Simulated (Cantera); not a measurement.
Input: 1 mol FeCl3, 0.49 mol HCl, 39 mol N2, held at 925 °C and 13.0 Pa.

These are equilibrium values from Cantera (NASA tables, ideal gas, pure condensed phases), not measurements of a reactor. Candidate condensed phases: Fe, FeCl2, FeCl3, NH4Cl; 18 gas species. Equilibrium is a limit: real reactors are often held back by kinetics, nucleation or transport.

Base state: N2 0.942, FeCl2 0.0238, Cl 0.0193, HCl 0.0118, Cl2 0.00225, FeCl3 0.000402 (mole fractions); condensed: gas only.

Question: What changes in the equilibrium state with this change: temperature from 925 °C to 1875 °C?

Answer: 
| species | before | after |
|---|---|---|
| N2 | 0.942 | 0.891 |
| Cl | 0.0193 | 0.0748 |
| Fe | <1e-9 | 0.0227 |
| FeCl2 | 0.0238 | 0.000179 |
| HCl | 0.0118 | 0.00461 |
| H | <1e-9 | 0.00604 |
| FeCl3 | 0.000402 | <1e-9 |

Question: What changes in the equilibrium state with this change: temperature from 925 °C to 477 °C?

Answer: 
| species | before | after |
|---|---|---|
| N2 | 0.942 | 0.962 |
| FeCl3 | 0.000402 | 0.0222 |
| HCl | 0.0118 | 0.0121 |
| FeCl2 | 0.0238 | 0.00238 |
| Cl | 0.0193 | 8.20e-6 |
| Fe2Cl6 | <1e-9 | 3.23e-5 |
| Cl2 | 0.00225 | 0.00119 |
